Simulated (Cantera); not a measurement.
A closed system holds: 1 mol Ni, 1.1 mol H2S, 140 mol N2, 4.1 mol NH3, at 1377 °C.

These are equilibrium values from Cantera (NASA tables, ideal gas, pure condensed phases), not measurements of a reactor. Candidate condensed phases: Ni, NiS, NiS2, Ni3S2, Ni3S4, S; 17 gas species. Metal and sulfide melt together well below either melting point, which pure phases cannot show. Mutual solubility and eutectic melting of coexisting phases are not modelled. Rates play no part.

x: gas mole fraction; n: condensed amount in mol.

```
P (Pa)    x N2    x H2      x Ni      x S2  n Ni(s)  n Ni3S2(l)
-------  -----  ------  --------  --------  -------  ----------
10       0.940  0.0468   0.00637   0.00281      [?]           0
48       0.945  0.0475   0.00229   0.00308      [?]           0
230      0.947  0.0477  0.000477   0.00321    0.914           0
1100     0.948  0.0476   9.97e-5   0.00316    0.978           0
5500     0.950  0.0477   1.99e-5   0.00108      [?]       0.320
26000    0.951  0.0472   2.84e-6  0.000746        0       0.333
130000   0.951  0.0465   4.10e-7  0.000398        0       0.333
620000   0.951  0.0460   7.22e-8  0.000141        0       0.333
3000000  0.951  0.0457   1.40e-8   3.54e-5        0       0.333
```

Question: Some entries are withheld; supply them.

Answer: 
- 10, n Ni(s): 0
- 48, n Ni(s): 0.625
- 5500, n Ni(s): 0.0367
